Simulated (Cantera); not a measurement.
## Thermodynamics of carbothermic reduction, feed Cu2O + CO

Input: 1 mol Cu2O, 1.5 mol CO, held at 1050 K and 5.00 mbar.

Method: chemical equilibrium by Gibbs-energy minimisation in Cantera with the NASA 1993 tables (ideal gas, pure condensed phases). Candidate condensed phases: C, Cu, CuO, Cu2O; 15 gas species. Kinetics and transport are ignored.

```yaml
x(CO2): 0.667
x(CO): 0.333
n(Cu(s)): 2.00 mol
gas_amount: 1.500 mol
log10 activity of C(graphite) (absent): -3.75
```
